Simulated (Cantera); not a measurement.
# Stirred combustor or abatement burner

A perfectly stirred reactor is fed with C3H8 : O2 : N2 = 1 : 2.94 : 11.1 (molar parts), equivalence ratio 1.7, at 760 Torr; it is adiabatic with a 400 K inlet, and is followed from long to short residence time, starting on the burning branch (τ in s: 0.091, 0.034, 0.012, 0.0046, 0.0017, 0.00063, 0.00023, 8.6e-05, 3.2e-05).

Detailed kinetics in Cantera: GRI-Mech 3.0 (53 species, 325 reactions). GRI-Mech 3.0 was tuned for natural gas; its chemistry of propane as a main component is partial and can be far from experiment.

| τ (s) | T (K) | x C3H8 | x O2 | x H2O | x C2H6 | x H |
|---|---|---|---|---|---|---|
| 0.091 | 1908 | 1.76e-6 | 0.000281 | 0.128 | 1.02e-6 | 0.000510 |
| 0.034 | 1907 | 4.16e-6 | 0.000576 | 0.131 | 2.33e-6 | 0.000656 |
| 0.012 | 1901 | 1.02e-5 | 0.00118 | 0.133 | 5.10e-6 | 0.000884 |
| 0.0046 | 1888 | 2.32e-5 | 0.00229 | 0.135 | 1.03e-5 | 0.00116 |
| 0.0017 | 1859 | 5.81e-5 | 0.00474 | 0.136 | 2.32e-5 | 0.00146 |
| 0.00063 | 1776 | 0.000201 | 0.0124 | 0.134 | 8.72e-5 | 0.00143 |
| 0.00023 | 400 | 0.0665 | 0.195 | <1e-12 | <1e-12 | <1e-12 |
| 8.6e-5 | 400 | 0.0665 | 0.195 | <1e-12 | <1e-12 | <1e-12 |
| 3.2e-5 | 400 | 0.0665 | 0.195 | <1e-12 | <1e-12 | <1e-12 |
x: mole fraction; the columns are a selection and need not sum to one.
